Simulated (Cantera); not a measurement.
Charge: 1 mol Si₂H₆, 7.8 mol NO, 0.5 mol H₂, 0.054 mol O₃, held at 760 Pa.

Equilibrium computed with Cantera from the NASA thermochemical tables; the gas is ideal and each condensed phase is pure. Candidate condensed phases: H₂O, Si, SiO₂, Si₂N₂O, Si₃N₄; 35 gas species. The feed counts by its element totals alone. Kinetics and transport are ignored. All values below are at 775 °C.

Base state: N₂ 0.511, H₂O 0.459, O₂ 0.0303, NO 1.58e-5 (mole fractions); condensed: SiO₂(β-quartz).

Question: What changes in the equilibrium state with this change: O₃ from 0.054 to 1.8 mol?

Answer: 
```
species               before    after
-------------------  -------  -------
N₂                     0.511    0.380
H₂O                    0.459    0.341
O₂                    0.0303    0.278
NO                   1.58e-5  4.14e-5
SiO₂(β-quartz), mol     2.00     2.00
```
